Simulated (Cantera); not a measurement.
## Thermodynamics of silicon epitaxy and polysilicon growth, feed SiH₂Cl₂ + HCl + H₂ + Cl₂

A closed system holds: 1 mol SiH₂Cl₂, 0.24 mol HCl, 5.9 mol H₂, 0.74 mol Cl₂, equilibrated at 0.0140 bar.

Cantera equilibrium calculation (NASA polynomials, part measured and part estimated; ideal gas, pure solids and liquids). Candidate condensed phases: Si; 19 gas species. The tables' values for SiCl₃ are old estimates; treat these amounts as uncertain. Equilibrium is a limit: real reactors are often held back by kinetics, nucleation or transport.

From 923 K to 1273 K the condensed part is Si(s). From 1323 K to 1373 K nothing is condensed. The main Si-bearing gas is SiCl₄ at 923 K and SiCl₂ at 1373 K.

```
T (K)  log p H₂  log p HCl  log p SiCl₄  log p SiCl₂  log p SiHCl₃  log p SiCl₃  log p SiH₂Cl₂  log p H  n Si(s)
-----  --------  ---------  -----------  -----------  ------------  -----------  -------------  -------  -------
923       -1.92      -3.65        -2.86        -5.22         -3.58        -4.85          -5.30   -10.57   0.0593
973       -1.92      -3.45        -2.88        -4.77         -3.60        -4.55          -5.30    -9.93   0.0746
1023      -1.93      -3.27        -2.90        -4.37         -3.63        -4.30          -5.31    -9.35   0.0918
1073      -1.93      -3.12        -2.94        -4.02         -3.67        -4.08          -5.32    -8.82    0.107
1123      -1.94      -2.99        -3.00        -3.70         -3.72        -3.90          -5.35    -8.34    0.116
1173      -1.95      -2.87        -3.09        -3.44         -3.80        -3.76          -5.40    -7.90    0.110
1223      -1.96      -2.79        -3.23        -3.22         -3.91        -3.68          -5.48    -7.50   0.0846
1273      -1.98      -2.72        -3.42        -3.06         -4.07        -3.65          -5.58    -7.14   0.0430
1323      -1.99      -2.68        -3.66        -2.95         -4.26        -3.67          -5.71    -6.79        0
1373      -2.00      -2.64        -3.93        -2.89         -4.49        -3.75          -5.88    -6.48        0
```
log p: log10 of the partial pressure in bar; n: condensed amount in mol.
